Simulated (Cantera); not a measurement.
Mixture: 22.5 % H2, 16.3 % O2, 61.2 % N2, at 7500 Torr, adiabatic and at constant pressure. Ignition delay is the time to a rise of 400 K.

Computed with Cantera and GRI-Mech 3.0 (53 species, 325 reactions). The hydrogen kinetics of GRI-Mech 3.0 are dated; newer H2 mechanisms differ, most at raised pressure. Where the delays flatten at high temperature, the 400 K rule measures the pace of heat release, not the induction time.

Problem. Predict: delay at 1298 K; delay at 1498 K; delay at 1698 K; delay at 1898 K; delay at 2098 K.

Solution. 
| Item | Result |
|---|---|
| delay at 1298 K | 5.18 µs |
| delay at 1498 K | 1.53 µs |
| delay at 1698 K | 0.869 µs |
| delay at 1898 K | 0.638 µs |
| delay at 2098 K | 0.565 µs |
